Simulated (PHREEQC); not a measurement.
Dissolve 0.16 mol/kgw HF, 0.0015 mol/kgw NH4HF2 and 0.039 mol/kgw H2SiF6 at 20 °C. Closed to the air; pH follows from the charge balance.

Equilibrium calculation in PHREEQC: ion-association model, phreeqc.dat.

Each row changes one thing in this solution. Precipitation was switched off in this run.

```
case                                                 pH  ionic strength (mol/kgw)  HF (mol/kgw)  F- (mol/kgw)  HF2- (mol/kgw)  SI of Quartz (SiO2)
-------------------------------------------------  ----  ------------------------  ------------  ------------  --------------  -------------------
as made                                            1.18                     0.121         0.158       0.00240         0.00139                -6.99
temperature from 20 to 85 °C                       1.21                     0.118         0.161      0.000747        0.000506                -2.42
H2SiF6 from 0.039 to 0.0585 mol/kgw                1.02                     0.178         0.159       0.00177         0.00103                -6.61
NH4HF2 replaced by (NH4)2SO4 at the same molality  1.18                     0.123         0.155       0.00236         0.00134                -6.94
NH4HF2 from 0.0015 to 0.015 mol/kgw                1.25                     0.122         0.182       0.00327         0.00218                -7.51
temperature from 20 to 55 °C                       1.20                     0.119         0.160       0.00132        0.000919                -4.54
```

Complexes and solids missing from the database can't appear. At this temperature some constants are extrapolated from 25 °C, and those without enthalpy data are left unchanged. SiF6-2 is the database's only silicon fluoride.
